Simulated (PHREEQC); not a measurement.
PHREEQC input (ion-association model, wateq4f.dat):

```
SOLUTION_MASTER_SPECIES
  An  An-  0  An  62.0  # stands for a non-complexing anion
SOLUTION_SPECIES
  An- = An-
    -log_k 0
    -gamma 3.0 0
PHASES
  Fix_H+
    H+ = H+
    -log_k 0
SOLUTION 1
  temp 25
  units mmol/kgw
  pH 7 charge
  S(6) 0.049
  Na 5.098
  An 5
END
SELECTED_OUTPUT 1
  -reset false
  -pH true
  -pe true
  -ionic_strength true
  -water true
  -totals Na S S(-2) S(6)
  -molalities Hfo_wOH Hfo_wOH2+ Hfo_wO- Hfo_sOH Hfo_sOH2+ Hfo_sO- Hfo_wSO4- Hfo_wOHSO4-2
  -saturation_indices Mirabilite
USER_PUNCH 1
  -headings sigma psi
  10 PUNCH EDL("sigma", "Hfo"), EDL("psi", "Hfo")
PRINT
  -reset false
USE solution 1
SURFACE 1
  Hfo_wOH 0.000494382 600 0.22
  Hfo_sOH 1.23596e-05
EQUILIBRIUM_PHASES 1
  Fix_H+ -3 HAn 10
    -force_equality true
  O2(g) -0.68 10
END
# ... the last block is repeated for the other 16 points of pH, with NaOH or the acid as the point needs
```

Selected output (columns that matter, 14 of 17 rows; pH added in front):

```
pH	mu	Na	S	m_Hfo_wOH	m_Hfo_wOH2+	m_Hfo_wO-	m_Hfo_sOH	m_Hfo_sOH2+	m_Hfo_sO-	m_Hfo_wSO4-	m_Hfo_wOHSO4-2	si_Mirabilite	sigma	psi
3	0.0063464	0.005098	6.0493e-09	5.6303e-05	0.0003889	1.8673e-07	1.5624e-06	1.0792e-05	5.1819e-09	3.8015e-05	1.0979e-05	-11.946	0.2482	0.20413
3.5	0.005574	0.005098	9.4874e-09	0.00011175	0.00033278	8.5974e-07	3.1011e-06	9.2346e-06	2.3858e-08	2.9337e-05	1.9653e-05	-11.718	0.19919	0.19617
4	0.0053067	0.005098	2.4845e-08	0.00016929	0.00027372	2.3985e-06	4.6975e-06	7.5955e-06	6.6555e-08	2.1925e-05	2.705e-05	-11.288	0.14827	0.18228
5	0.0051565	0.005098	4.2177e-07	0.00025515	0.00018248	8.1734e-06	7.074e-06	5.059e-06	2.266e-07	1.2819e-05	3.5759e-05	-10.053	0.069298	0.14408
5.5	0.005134	0.005098	2.2262e-06	0.00028294	0.00015265	1.2014e-05	7.8128e-06	4.2151e-06	3.3174e-07	9.9569e-06	3.6817e-05	-9.3297	0.04454	0.12174
6	0.0051282	0.005098	9.9242e-06	0.00031197	0.00012558	1.7754e-05	8.4686e-06	3.4091e-06	4.8193e-07	6.5612e-06	3.2515e-05	-8.6804	0.028632	0.099688
6.5	0.0051364	0.005098	2.6088e-05	0.00034682	9.5931e-05	2.8724e-05	9.0918e-06	2.5148e-06	7.5299e-07	2.79e-06	2.0122e-05	-8.2608	0.018959	0.079751
7.5	0.0051481	0.005098	4.7784e-05	0.00037822	6.2581e-05	5.2366e-05	9.4788e-06	1.5684e-06	1.3124e-06	9.314e-08	1.123e-06	-7.9982	0.0059446	0.033796
8	0.0051458	0.005098	4.8856e-05	0.00037938	5.8236e-05	5.6619e-05	9.4874e-06	1.4563e-06	1.4159e-06	1.0297e-08	1.3382e-07	-7.9885	0.0010089	0.0061453
8.5	0.0051511	0.0051065	4.8984e-05	0.00037941	5.5017e-05	5.994e-05	9.4856e-06	1.3755e-06	1.4985e-06	1.0928e-09	1.5034e-08	-7.9861	-0.003711	-0.02197
9	0.0051625	0.0051218	4.8998e-05	0.00037896	5.1362e-05	6.4055e-05	9.4742e-06	1.2841e-06	1.6014e-06	1.1677e-10	1.7188e-09	-7.9836	-0.0095134	-0.049812
10	0.0052745	0.0052485	4.9e-05	0.00037394	3.9645e-05	8.0799e-05	9.3485e-06	9.9113e-07	2.02e-06	1.4682e-12	2.7625e-11	-7.9644	-0.030837	-0.10266
10.5	0.0055228	0.0055104	4.9e-05	0.00036484	3.0917e-05	9.8627e-05	9.121e-06	7.7294e-07	2.4657e-06	1.7793e-13	4.1886e-12	-7.9267	-0.050734	-0.12648
11	0.0062908	0.0062999	4.9e-05	0.00034363	2.0821e-05	0.00012993	8.5909e-06	5.2052e-07	3.2482e-06	2.2953e-14	7.557e-13	-7.8237	-0.081751	-0.14744
```

Species that the database lacks are ignored. The oxide is taken as insoluble; below pH 4 it would dissolve.
